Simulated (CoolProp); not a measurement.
Vapour-liquid equilibrium of propane (1) + R113 (2) at 33.85 °C; x and y are mole fractions of (1).

The numbers come from the multi-fluid Helmholtz-energy mixture model, Lemmon 2009 and Marx 1992; pair parameters Bell 2016 in CoolProp.

Q: Give the bubble pressure and the first vapour's composition at x = 0.35, 0.65, 0.85. Is there an azeotrope?

A: x = 0.35: 0.4726 MPa, y = 0.895; x = 0.65: 0.7842 MPa, y = 0.957; x = 0.85: 0.9979 MPa, y = 0.982. No azeotrope shows between x = 0.05 and 0.95.

The pair parameters rest on a limited set of measurements; away from them the model extrapolates. The gap from Raoult's law changes sign with composition, which may be real or a fault of the pair parameters; it wasn't checked against measurements.
